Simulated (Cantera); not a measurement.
# Pyrogenic steam for wet oxidation

An isothermal, constant-pressure homogeneous reactor starts with 6.40 % H2, 4.93 % O2, 88.7 % N2, equivalence ratio 0.65, at 1325 K and 28000 Pa.

Detailed kinetics in Cantera: the H2/O2 subset of GRI-Mech 3.0, which has no nitrogen chemistry. The temperature is held fixed by assumption; the heat of reaction is taken as removed at once.

| t (s) | x H2 | x O2 | x OH | x H2O2 | x HO2 |
|---|---|---|---|---|---|
| 4.00e-6 | 0.0640 | 0.0493 | 1.14e-10 | 1.21e-12 | 2.07e-9 |
| 1.45e-5 | 0.0640 | 0.0493 | 9.19e-10 | 1.54e-11 | 7.52e-9 |
| 5.23e-5 | 0.0640 | 0.0493 | 1.40e-8 | 1.88e-10 | 2.86e-8 |
| 0.000189 | 0.0637 | 0.0491 | 2.28e-5 | 1.60e-8 | 2.50e-6 |
| 0.000684 | 0.00659 | 0.0219 | 0.00214 | 3.95e-7 | 2.95e-6 |
| 0.00247 | 0.00264 | 0.0188 | 0.00124 | 4.21e-7 | 2.58e-6 |
| 0.00894 | 0.000312 | 0.0178 | 0.000403 | 1.78e-7 | 1.47e-6 |
| 0.0323 | 2.23e-5 | 0.0178 | 0.000108 | 3.00e-8 | 2.39e-7 |
| 0.117 | 2.72e-6 | 0.0178 | 3.89e-5 | 5.31e-9 | 3.42e-8 |
| 0.423 | 5.46e-7 | 0.0178 | 1.76e-5 | 1.24e-9 | 8.22e-9 |
| 1.53 | 1.74e-7 | 0.0178 | 9.94e-6 | 4.19e-10 | 4.61e-9 |
| 5.53 | 1.27e-7 | 0.0178 | 8.45e-6 | 3.10e-10 | 4.40e-9 |
| 20.0 | 1.27e-7 | 0.0178 | 8.44e-6 | 3.09e-10 | 4.39e-9 |
x: mole fraction; the columns are a selection and need not sum to one.

Equilibrium at this temperature and pressure: H2 1.27e-7, O2 0.0178, OH 8.44e-6, H2O2 3.09e-10, HO2 4.39e-9 (gas phase only).
